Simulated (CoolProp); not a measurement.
A single-stage vapour-compression cycle with R142b: evaporating at 238.15 K (dew point), condensing at 276.15 K (bubble point), superheat 5 K, subcooling 8 K, compressor efficiency 0.85, no pressure losses. Each further row changes one setting.

Computed with CoolProp (reference Helmholtz-energy equation of state, Lemmon 2006). It is a short technical equation, of lower accuracy than the large ones.

```csv
case,cooling COP,pressure ratio,discharge temperature (K),refrigerating effect (kJ/kg),volumetric capacity (kJ/m³)
as stated,4.91,5.21,299.5,205,321
evaporating temperature 243.15 K,5.87,4.05,296.2,208,413
condensing temperature 271.15 K,5.75,4.32,292.9,211,331
subcooling 13 K,5.06,5.21,299.5,211,331
superheat 15 K,4.88,5.21,310.2,212,319
compressor efficiency 0.75,4.33,5.21,305.9,205,321
```
